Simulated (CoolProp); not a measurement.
Vapour-liquid equilibrium of ethylbenzene (1) + p-xylene (2) at 0.0301 MPa; x and y are mole fractions of (1).

Computed with CoolProp (multi-fluid Helmholtz-energy mixture model, Zhou 2012 and Zhou 2012; pair parameters Bell 2016).

```csv
x,bubble temperature (°C),y at the bubble point,dew temperature at overall composition x (°C),liquid density (mol/L)
0.05,98.0,0.055,98.0,7.459
0.15,97.7,0.161,97.7,7.465
0.25,97.4,0.264,97.5,7.472
0.35,97.2,0.366,97.3,7.478
0.45,97.0,0.465,97.1,7.485
0.55,96.9,0.564,96.9,7.491
0.65,96.7,0.662,96.7,7.498
0.75,96.5,0.760,96.6,7.505
0.85,96.4,0.856,96.4,7.512
0.95,96.2,0.952,96.2,7.519
```

No azeotrope shows between x = 0.05 and 0.95.

The pair parameters rest on a limited set of measurements; away from them the model extrapolates.
